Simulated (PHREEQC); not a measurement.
Consider water at 15 °C with 4.2 mol/kgw KOH, 0.12 mol/kgw KCl and 0.34 mol/kgw NaCl. Closed to the air; pH follows from the charge balance.

Model: Pitzer model, pitzer.dat, run in PHREEQC.

Each row changes one thing in this solution. This is a speciation only: nothing precipitates in the calculation.

```
case                               pH  SI of Sylvite (KCl)  SI of Halite (NaCl)
------------------------------  -----  -------------------  -------------------
as made                         15.45                -0.80                -2.90
KCl from 0.12 to 0.108 mol/kgw  15.45                -0.81                -2.91
temperature from 15 to 10 °C    15.64                -0.74                -2.89
0.015 mol/kgw CaSO4 added       15.44                -0.80                -2.89
temperature from 15 to 65 °C    13.94                -1.22                -2.91
temperature from 15 to 40 °C    14.61                -1.05                -2.91
diluted 2-fold with water       14.76                -1.50                -3.50
```

In brines, pH and single-ion activities rest on the MacInnes convention. At this temperature some constants are extrapolated from 25 °C, and those without enthalpy data are left unchanged.
